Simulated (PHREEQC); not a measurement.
Synthetic water in mmol/kgw, 25 °C, pH 1.96, pe 11.1:

| constituent | mmol/kgw |
|---|---|
| Na | 11.7 |
| K | 4.93 |
| Ca | 11.5 |
| Mg | 2.52 |
| Cl | 6.69 |
| S(6) | 29.4 |
| Cd | 0.0512 |
| N(5) | 0.475 |
| O(0) (counted as O atoms) | 0.381 |
| Zn | 0.074 |
| Fe(3) | 0.00561 |

Na is adjusted to close the charge balance.
Valence states are taken as typed.

Computed with PHREEQC (ion-association model, phreeqc.dat).

No solid was allowed to form.

Order these S species by the share of S that they hold, largest first: HSO4-, CaSO4, MgSO4, SO4-2, NaSO4-.

SO4-2 (52 %), HSO4- (29 %), CaSO4 (12 %), MgSO4 (3.4 %), NaSO4- (1.1 %)

The pH is 1.96 and the ionic strength 0.0714 mol/kgw. The solution is supersaturated, for example in Hematite (slow to form), so a real one may precipitate; this is no full list.
